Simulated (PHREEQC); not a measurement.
Dissolve 0.079 mol/kgw HCl, 0.017 mol/kgw NaCl and 0.00015 mol/kgw KCl at 20 °C. Closed to the air; pH follows from the charge balance.

All values are PHREEQC results (ion-association model, phreeqc.dat), not measurements.

Each row changes one thing in this solution. This is a speciation only: nothing precipitates in the calculation.

| case | pH | ionic strength (mol/kgw) | SI of Halite (NaCl) | SI of Sylvite (KCl) |
|---|---|---|---|---|
| as made | 1.18 | 0.0961 | -4.57 | -5.94 |
| HCl from 0.079 to 0.79 mol/kgw | 0.23 | 0.807 | -3.77 | -5.21 |
| KCl from 0.00015 to 3e-05 mol/kgw | 1.18 | 0.0960 | -4.57 | -6.64 |
| 0.0029 mol/kgw NH3 added | 1.20 | 0.0961 | -4.57 | -5.94 |
| 0.0033 mol/kgw Ca(HCO3)2 added | 1.22 | 0.0994 | -4.57 | -5.95 |
| HCl from 0.079 to 0.0158 mol/kgw | 1.86 | 0.0330 | -4.96 | -6.33 |
| diluted 10-fold with water | 2.14 | 0.00962 | -6.44 | -7.80 |
| diluted 100-fold with water | 3.12 | 0.000962 | -8.38 | -9.75 |
| NaCl replaced by NaHSO4 at the same molality | 1.16 | 0.105 | -4.66 | -6.04 |

The ionic strength passes 0.7 mol/kgw, the rough limit of the ion-association models, in HCl from 0.079 to 0.79 mol/kgw.
